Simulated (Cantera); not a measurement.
A closed system holds: 1 mol SiCl4, 110 mol H2, equilibrated at 3.60 mbar.

Cantera equilibrium calculation (NASA polynomials, part measured and part estimated; ideal gas, pure solids and liquids). Candidate condensed phases: Si; 19 gas species. Kinetics and transport are ignored.

What share of the Si ends up in condensed phases as a function of T (K), at 898, 948, 998, 1048, 1098, 1148, 1198, 1248?


| T (K) | Si condensed (%) | as |
|---|---|---|
| 898 | 19.2 | Si(s) |
| 948 | 32.5 | Si(s) |
| 998 | 47.3 | Si(s) |
| 1048 | 60.3 | Si(s) |
| 1098 | 68.4 | Si(s) |
| 1148 | 71.6 | Si(s) |
| 1198 | 72.1 | Si(s) |
| 1248 | 71.6 | Si(s) |
